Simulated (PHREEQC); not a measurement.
A solution holds 0.00017 mol/kgw PbCl2 and 0.019 mol/kgw K2SiO3, at 25 °C. Closed to the air; pH follows from the charge balance.

Model: ion-association model, phreeqc.dat, run in PHREEQC.

```json
{
 "pH": "12.12",
 "ionic_strength": "0.0406 mol/kgw",
 "total_alkalinity": "38.0 meq/kg"
}
```

```
species    molality  activity   log γ
---------  --------  --------  ------
K+           0.0380    0.0314  -0.083
H3SiO4-      0.0165    0.0137  -0.081
OH-          0.0160    0.0132  -0.083
H2SiO4-2    0.00244   0.00121  -0.303
Cl-        0.000340  0.000281  -0.082
Pb(OH)4-2  0.000141   6.80e-5  -0.317
H4SiO4      7.04e-5   7.11e-5   0.004
```

No solid was allowed to form. Saturation is exceeded, for instance for Pb(OH)2; the values hold only as long as no solid forms. Complexes and solids missing from the database can't appear.
